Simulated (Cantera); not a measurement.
Feed: 1 mol SF6, 0.36 mol O2, at 3025 K and 2.70 mbar.

Cantera equilibrium calculation (NASA polynomials, part measured and part estimated; ideal gas, pure solids and liquids). Kinetics and transport are ignored.

```json
[
 {"species": "F", "before": "0.790", "after": "0.852"},
 {"species": "SO", "before": "0.0139", "after": "0.0517"},
 {"species": "SF", "before": "0.000325", "after": "0.0251"},
 {"species": "S", "before": "0.116", "after": "0.0225"},
 {"species": "O", "before": "0.0781", "after": "0.00406"},
 {"species": "SF2", "before": "3.61e-7", "after": "0.0111"},
 {"species": "SO2", "before": "0.000344", "after": "0.0247"},
 {"species": "SOF2", "before": "1.10e-9", "after": "0.000654"},
 {"species": "SF3", "before": "<1e-9", "after": "0.000154"},
 {"species": "S2F2 (SSF2)", "before": "<1e-9", "after": "0.000129"},
 {"species": "FS2F (FSSF)", "before": "<1e-9", "after": "1.37e-5"},
 {"species": "F2", "before": "2.46e-7", "after": "0.000106"},
 {"species": "S2O", "before": "5.75e-7", "after": "0.000154"}
]
```
Gas species are given as mole fractions.

### Question
Which change was made?
A. pressure from 2.70 mbar to 13.3 mbar
B. temperature from 3025 K to 575 K
C. O2 from 0.36 to 0.064 mol
D. pressure from 2.70 mbar to 1.00 bar

### Answer
D, pressure from 2.70 mbar to 1.00 bar. The tables' values for SOF2, SF3, S2F2 (SSF2), FS2F (FSSF) are old estimates; treat these amounts as uncertain
